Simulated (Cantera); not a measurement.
Cantera with NASA thermochemical tables; ideal gases at 1 bar, condensed phases pure. Values are per mole of reaction as written; species without (g) are pure solids or liquids, kept so even where they would boil at 1 bar.

2 NO(g) + Zr + 6 H(g) → ZrO2 + 2 NH3(g)

```
T (K)  ΔH° (kJ)  ΔS° (J/K)  ΔG° (kJ)  log10 K
-----  --------  ---------  --------  -------
300         [?]        [?]       [?]      [?]
598     -2699.6     -759.8   -2245.3   196.12
698     -2704.7     -767.7   -2168.9   162.31
798     -2709.3     -773.8   -2091.8   136.92
898         [?]        [?]       [?]      [?]
998     -2717.2     -782.7   -1936.1   101.33
1098    -2720.6     -785.9   -1857.7    88.37
```

Q: What belongs in the gaps?

A: 
- 300, ΔH° (kJ): -2680.0
- 300, ΔS° (J/K): -713.2
- 300, ΔG° (kJ): -2466.0
- 300, log10 K: 429.37
- 898, ΔH° (kJ): -2713.5
- 898, ΔS° (J/K): -778.7
- 898, ΔG° (kJ): -2014.2
- 898, log10 K: 117.16
